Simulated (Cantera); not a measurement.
Feed: 1 mol CF4, a varied amount of F2, 0.091 mol H2, equilibrated at 3.70 mbar.

Equilibrium computed with Cantera from the NASA thermochemical tables; the gas is ideal and each condensed phase is pure. Candidate condensed phases: C, C6H6, C7H8, C8H18; 95 gas species. Equilibrium is a limit: real reactors are often held back by kinetics, nucleation or transport.

What condenses at these points (T in K, n(F2) in mol): (3498, 0.5); (2148, 0.052); (3498, 0.32); (2598, 0.052); (1998, 0.13)?


| T (K) | n(F2) in mol | condensed phases | C condensed (%) |
|---|---|---|---|
| 3498 | 0.5 | gas only | 0.0 |
| 2148 | 0.052 | gas only | 0.0 |
| 3498 | 0.32 | gas only | 0.0 |
| 2598 | 0.052 | C | 38.6 |
| 1998 | 0.13 | gas only | 0.0 |
